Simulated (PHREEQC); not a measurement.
Dissolve 0.1 mol AlCl3 per kg of water at 25 °C. Closed to the air; pH follows from the charge balance.

Computed with PHREEQC (ion-association model, phreeqc.dat).

```csv
quantity,before,after
pH,3.27,5.38
ionic strength (mol/kgw),0.599,0.122
```

Task: Name the change that produced these shifts.
(A) AlCl3 replaced by CdCl2 at the same molality
(B) diluted 10-fold with water
(C) diluted 5-fold with water
(D) AlCl3 from 0.1 to 0.11 mol/kgw
(E) temperature from 25 to 35 °C

Result: A, AlCl3 replaced by CdCl2 at the same molality

This is a speciation only: nothing precipitates in the calculation.
